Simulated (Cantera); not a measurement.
A perfectly stirred reactor is fed with N2O = 1 (molar parts), at 2100 Pa; it is held at 1525 K, and followed from long to short residence time.

Computed with Cantera and GRI-Mech 3.0 (53 species, 325 reactions). GRI-Mech 3.0 was tuned for natural gas; its chemistry of N2O as a main component is partial and can be far from experiment. Radical loss at walls, strong at low pressure, is not modelled. The temperature is held fixed by assumption; the heat of reaction is taken as removed at once.

Question: What does this change do: pressure from 2100 Pa to 1330 Pa?

Answer: 
```tsv
quantity	before	after
x(N2O) at τ = 2.10 s	0.166	0.238
x(O) at τ = 2.10 s	8.93e-5	9.03e-5
x(NO2) at τ = 2.10 s	3.81e-5	2.69e-5
x(NO) at τ = 2.10 s	0.144	0.132
x(O2) at τ = 2.10 s	0.206	0.188
x(N2O) at τ = 36.0 ms	0.920	0.948
x(O) at τ = 36.0 ms	9.05e-5	9.04e-5
x(NO2) at τ = 36.0 ms	1.39e-6	4.94e-7
x(NO) at τ = 36.0 ms	0.0139	0.00905
x(O2) at τ = 36.0 ms	0.0196	0.0128
```
